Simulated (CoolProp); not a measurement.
Properties of sulfur hexafluoride along the isotherm 342.6 K (Tc = 318.7 K, pc = 37.55 bar, ω = 0.210).

Computed with CoolProp (reference Helmholtz-energy equation of state, Guder 2009).

```csv
p (bar),phase,density (kg/m³),conductivity (mW/(m K))
14.4,gas,82.76,17.4
28.9,gas,194.1,19.5
43.3,supercritical,370.5,25.0
57.8,supercritical,736.8,37.5
72.2,supercritical,1003,44.7
86.7,supercritical,1119,48.7
101,supercritical,1189,51.7
116,supercritical,1242,54.2
130,supercritical,1281,56.2
144,supercritical,1314,58.0
159,supercritical,1344,59.7
173,supercritical,1369,61.1
188,supercritical,1392,62.6
```

Thermal conductivity comes from a separate model (Assael 2012).
